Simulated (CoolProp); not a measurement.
The numbers come from the reference Helmholtz-energy equation of state, Lemmon 2005 in CoolProp. It is a short technical equation, of lower accuracy than the large ones.

Question: Give the vapour pressure (MPa), liquid density (kg/m³), surface tension (mN/m) of saturated isobutene at 30.65, 45.65 °C.

Answer: 
| T (°C) | p (MPa) | liquid density (kg/m³) | surface tension (mN/m) |
|---|---|---|---|
| 30.65 | 0.361 | 581 | 11.1 |
| 45.65 | 0.546 | 561 | 9.30 |

Surface tension comes from a separate correlation (Mulero 2012).
